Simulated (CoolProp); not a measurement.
Vapour-liquid equilibrium of m-xylene (1) + o-xylene (2) at 0.167 MPa; x and y are mole fractions of (1).

The numbers come from the multi-fluid Helmholtz-energy mixture model, Zhou 2012 and Zhou 2012; pair parameters Bell 2016 in CoolProp.

### Question
Give the bubble temperature and the first vapour's composition at x = 0.05, 0.5, 0.65. Is there an azeotrope?

### Answer
x = 0.05: 437.2 K, y = 0.056; x = 0.5: 434.6 K, y = 0.533; x = 0.65: 433.7 K, y = 0.679. No azeotrope shows between x = 0.05 and 0.95.

Pair parameters are fitted to limited data, so mixtures are less certain than the pure fluids.
